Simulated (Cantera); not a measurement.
# Stirred combustor or abatement burner

A perfectly stirred reactor is fed with CH4 : O2 : N2 = 1 : 4.26 : 31.1 (molar parts), equivalence ratio 0.47, at 0.799 atm; it is adiabatic with a 700 K inlet, and is followed from long to short residence time, starting on the burning branch (τ in s: 0.042, 0.022, 0.012, 0.0061, 0.0032, 0.0017, 0.00088, 0.00046, 0.00024, 0.00013, 6.7e-05, 3.5e-05, 1.8e-05).

Detailed kinetics in Cantera: GRI-Mech 3.0 (53 species, 325 reactions).

| τ (s) | T (K) | x CH4 | x O2 | x CH2 | x NO2 | x HO2 |
|---|---|---|---|---|---|---|
| 0.042 | 1336 | 8.92e-5 | 0.0627 | 5.09e-8 | 2.93e-9 | 8.04e-6 |
| 0.022 | 1329 | 0.000140 | 0.0631 | 8.47e-8 | 2.02e-9 | 1.13e-5 |
| 0.012 | 1318 | 0.000221 | 0.0637 | 1.36e-7 | 1.48e-9 | 1.53e-5 |
| 0.0061 | 1298 | 0.000407 | 0.0650 | 2.30e-7 | 1.05e-9 | 2.21e-5 |
| 0.0032 | 700 | 0.0275 | 0.117 | <1e-12 | <1e-12 | <1e-12 |
| 0.0017 | 700 | 0.0275 | 0.117 | <1e-12 | <1e-12 | <1e-12 |
| 0.00088 | 700 | 0.0275 | 0.117 | <1e-12 | <1e-12 | <1e-12 |
| 0.00046 | 700 | 0.0275 | 0.117 | <1e-12 | <1e-12 | <1e-12 |
| 0.00024 | 700 | 0.0275 | 0.117 | <1e-12 | <1e-12 | <1e-12 |
| 0.00013 | 700 | 0.0275 | 0.117 | <1e-12 | <1e-12 | <1e-12 |
| 6.7e-5 | 700 | 0.0275 | 0.117 | <1e-12 | <1e-12 | <1e-12 |
| 3.5e-5 | 700 | 0.0275 | 0.117 | <1e-12 | <1e-12 | <1e-12 |
| 1.8e-5 | 700 | 0.0275 | 0.117 | <1e-12 | <1e-12 | <1e-12 |
x: mole fraction; the columns are a selection and need not sum to one.
